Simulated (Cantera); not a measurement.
Charge: 1 mol Cr2O3, 130 mol H2, at 998.15 K and 7.50 Torr.

Equilibrium computed with Cantera from the NASA thermochemical tables; the gas is ideal and each condensed phase is pure. Candidate condensed phases: Cr, Cr2O3, H2O; 13 gas species. The numbers say what is thermodynamically allowed, not how fast it happens.

Base state: H2 1.000 (mole fractions); condensed: Cr(s) + Cr2O3(s).

What changes in the equilibrium state with this change: Cr2O3 replaced by Ta2O5?


```json
[
 {"species": "H2", "before": "1.000", "after": "1.00"},
 {"species": "Cr(s), mol", "before": "0.000695", "after": "0"},
 {"species": "Cr2O3(s), mol", "before": "1.000", "after": "0"},
 {"species": "Ta2O5(s), mol", "before": "0", "after": "1.000"}
]
```
Further candidate phases: Ta, Ta2O5.
